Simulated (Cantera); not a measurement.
# Equilibrium for titanium nitride, carbide and oxide coatings: Ti(OiPr)4 + H2

Feed: 1 mol Ti(OiPr)4, 280 mol H2, equilibrated at 1625 °C and 20.0 Pa.

Equilibrium computed with Cantera from the NASA thermochemical tables; the gas is ideal and each condensed phase is pure. Candidate condensed phases: C, C6H6, C7H8, C8H18, H2O, Ti, TiC, TiO, TiO2, Ti2O3, Ti3O5, Ti4O7; 113 gas species. The feed counts by its element totals alone. TiC: taken at fixed stoichiometry. Kinetics and transport are ignored.

The x(H2) comes out as 0.933 and the x(H) is 0.0535. The x(CO) comes out as 0.0131, the x(C2H2 (acetylene)) is 0.000351 and the n(C(graphite)) is 6.78 mol. The n(TiC(s)) comes out as 1.000 mol and the gas amount is 306.2 mol. The log10 activity of Ti(β) (absent) is -4.39. The log10 activity of Ti2O3(s) (absent) comes out as -20.56 and the log10 activity of Ti3O5(s) (absent) comes out as -34.19.
